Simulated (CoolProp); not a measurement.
A closed Brayton cycle with carbon dioxide: compressor inlet 329.15 K and 9.8 MPa, high pressure 30.5 MPa, turbine inlet 645 K, compressor efficiency 0.85, turbine efficiency 0.85, recuperator effectiveness 0.9 (on enthalpy, no pinch check). Each further row changes one setting.

The numbers come from the reference Helmholtz-energy equation of state, Span 1996 in CoolProp.

```
case                           thermal efficiency (%)  net work (kJ/kg)  compressor to turbine work  compressor exit (K)  turbine exit (K)
-----------------------------  ----------------------  ----------------  --------------------------  -------------------  ----------------
as stated                                        22.1              45.6                        0.55                415.5             531.0
turbine inlet 595 K                              18.1              34.4                        0.62                415.5             484.9
compressor inlet 339.15 K                        19.2              37.0                        0.64                436.4             531.0
high pressure 25.9 MPa                           22.5              43.0                        0.52                402.7             547.1
recuperator effectiveness 0.5                    17.5              45.6                        0.55                415.5             531.0
```
